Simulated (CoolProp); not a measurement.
R1233zd(E) at several states: Z from the reference equation and from simpler models built on Tc = 165.7 °C, pc = 3583 kPa, ω = 0.304; each cubic takes its own stable root.

Model: reference Helmholtz-energy equation of state, Akasaka 2022, in CoolProp.

```
T (°C)  p (kPa)   phase  reference  van der Waals  Redlich-Kwong  Soave-Redlich-Kwong  Peng-Robinson
------  -------  ------  ---------  -------------  -------------  -------------------  -------------
-37.85       23  liquid   0.001093              …              …             0.001222              …
52.35      14.9     gas     0.9960         0.9975         0.9967               0.9963         0.9961
114.05     37.9     gas     0.9942         0.9957         0.9948               0.9945         0.9941
-48.05      253  liquid    0.01237        0.02114        0.01425              0.01386              …
128.25     2620  liquid     0.1078              …         0.1358               0.1278         0.1131
```

Problem. Some entries are withheld; supply them.

Solution. 
- -37.85, van der Waals: 0.9920
- -37.85, Redlich-Kwong: 0.001259
- -37.85, Peng-Robinson: 0.001085
- -48.05, Peng-Robinson: 0.01232
- 128.25, van der Waals: 0.1842

At some of these states van der Waals gives the other phase, because its saturation line lies elsewhere.
